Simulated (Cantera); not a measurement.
Feed: 1 mol CH3SiCl3, 0.11 mol HCl, 3.4 mol H2, 0.012 mol C2H4, held at 2173 K and 5500 Pa.

Cantera equilibrium calculation (NASA polynomials, part measured and part estimated; ideal gas, pure solids and liquids). Candidate condensed phases: C, C6H6, C7H8, C8H18, Si, SiC; 109 gas species. The feed counts by its element totals alone. The tables' values for SiCl, SiCl3 are old estimates; treat these amounts as uncertain. Gases not in the tables: Si2H6 and higher silanes. Equilibrium is a limit: real reactors are often held back by kinetics, nucleation or transport.

Base state: H2 0.561, HCl 0.366, SiCl2 0.0468, H 0.0154, Cl 0.00734, C2H2 (acetylene) 0.00124, SiCl 0.000803, SiCl3 0.000706 (mole fractions); condensed: C(graphite) + SiC(s).

### Question
What changes in the equilibrium state with this change: temperature from 2173 K to 1250 K?

### Answer
| species | before | after |
|---|---|---|
| H2 | 0.561 | 0.607 |
| HCl | 0.366 | 0.357 |
| SiCl4 | 9.61e-6 | 0.0300 |
| SiCl2 | 0.0468 | 0.00119 |
| H | 0.0154 | 1.61e-6 |
| SiCl | 0.000803 | <1e-9 |
| Si | 0.000508 | <1e-9 |
| SiC2 | 4.40e-5 | <1e-9 |
| SiH | 4.16e-5 | <1e-9 |
| C(graphite), mol | 0.331 | 0.246 |
| SiC(s), mol | 0.676 | 0.777 |
The tables' values for SiCl3 are old estimates; treat these amounts as uncertain.
